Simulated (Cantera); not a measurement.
# Ignition delay

Mixture: 4.13 % CO, 0.397 % H2, 4.96 % CH4, 19.0 % O2, 71.5 % N2, at 9.87 atm, adiabatic and at constant pressure. Ignition delay is the time to a rise of 400 K.

Detailed kinetics in Cantera: GRI-Mech 3.0 (53 species, 325 reactions).

```csv
T0 (K),delay (ms)
1350,0.441
1425,0.215
1500,0.110
1575,0.0597
1650,0.0340
```

```yaml
apparent activation energy between 1500 and 1650 K: 160 kJ/mol
```
